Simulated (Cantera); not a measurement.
A closed system holds: 1 mol C3H6, 0.055 mol NH3, 0.79 mol N2, at 1823.15 K.

These are equilibrium values from Cantera (NASA tables, ideal gas, pure condensed phases), not measurements of a reactor. Candidate condensed phases: C, C6H6, C7H8, C8H18; 92 gas species. The ideal-gas law is rough above about 30 bar. Rates play no part.

**Question.** At 100 bar, list the 7 most abundant gas species with their mole fractions, and the condensed phases.

**Answer.** H2 0.740, N2 0.216, CH4 0.0391, HCN 0.00275, NH3 0.000825, C2H4 0.000232, C2H2 (acetylene) 0.000157. Condensed: C(graphite).
